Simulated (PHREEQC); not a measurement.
Make-up at 25 °C: 0.57 mol H2SO4 and 0.22 mol Na2SO4 per kg of water. Closed to the air; pH follows from the charge balance.

Equilibrium calculation in PHREEQC: Pitzer model, pitzer.dat.

| quantity | before | after |
|---|---|---|
| pH | 0.34 | 0.41 |
| ionic strength (mol/kgw) | 1.21 | 1.02 |
| HSO4- (mol/kgw) | 0.579 | 0.677 |
| SO4-2 (mol/kgw) | 0.211 | 0.113 |

Task: Which change was made?
A) H2SO4 from 0.57 to 0.627 mol/kgw
B) H2SO4 from 0.57 to 1.14 mol/kgw
C) temperature from 25 to 55 °C
D) Na2SO4 from 0.22 to 0.022 mol/kgw
E) Na2SO4 left out

Result: C, temperature from 25 to 55 °C

This is a speciation only: nothing precipitates in the calculation. In brines, pH and single-ion activities rest on the MacInnes convention. At this temperature some constants are extrapolated from 25 °C, and those without enthalpy data are left unchanged.
